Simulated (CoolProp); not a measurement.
Vapour pressure (kPa) of cis-2-butene: the reference equation beside estimates from Tc = 435.8 K, pc = 4236 kPa, ω = 0.202.

Computed with CoolProp (reference Helmholtz-energy equation of state, Lemmon 2005). It is a short technical equation, of lower accuracy than the large ones.

```
T (K)  reference  Lee-Kesler  Redlich-Kwong
-----  ---------  ----------  -------------
249.7      31.46       30.90          52.62
251.8      34.80       34.21          57.78
253.9      38.43       37.80          63.33
256        42.34       41.69          69.28
258.2      46.78       46.11          75.97
260.3      51.36       50.66          82.80
262.4      56.29       55.58          90.10
264.5      61.59       60.86          97.87
266.6      67.27       66.54          106.1
268.7      73.36       72.63          114.9
270.8      79.88       79.15          124.3
272.9      86.85       86.13          134.2
275.1      94.65       93.95          145.2
```

Absolute difference from the reference over all 13 rows, mean and median: Lee-Kesler 1.3 and 1.3 %, Redlich-Kwong 60.2 and 60.1 %.
